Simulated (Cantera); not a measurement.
Mixture: 30.7 % H2, 13.9 % O2, 52.4 % N2, 2.97 % H2O, equivalence ratio 1.1, at 9.87 atm, adiabatic and at constant volume. Ignition delay is the time to a rise of 400 K.

Cantera simulation using the H2/O2 subset of GRI-Mech 3.0, which has no nitrogen chemistry; the numbers are that mechanism's predictions, not measurements. The hydrogen kinetics of GRI-Mech 3.0 are dated; newer H2 mechanisms differ, most at raised pressure. Where the delays flatten at high temperature, the 400 K rule measures the pace of heat release, not the induction time.

### Question
Predict: delay at 1250 K; delay at 1300 K; delay at 1350 K; delay at 1400 K; delay at 1450 K; delay at 1500 K; delay at 1550 K; apparent activation energy between 1450 and 1550 K.

### Answer
| Property | Value |
|---|---|
| delay at 1250 K | 29.6 µs |
| delay at 1300 K | 7.92 µs |
| delay at 1350 K | 3.98 µs |
| delay at 1400 K | 2.63 µs |
| delay at 1450 K | 1.94 µs |
| delay at 1500 K | 1.53 µs |
| delay at 1550 K | 1.25 µs |
| apparent activation energy between 1450 and 1550 K | 82 kJ/mol |
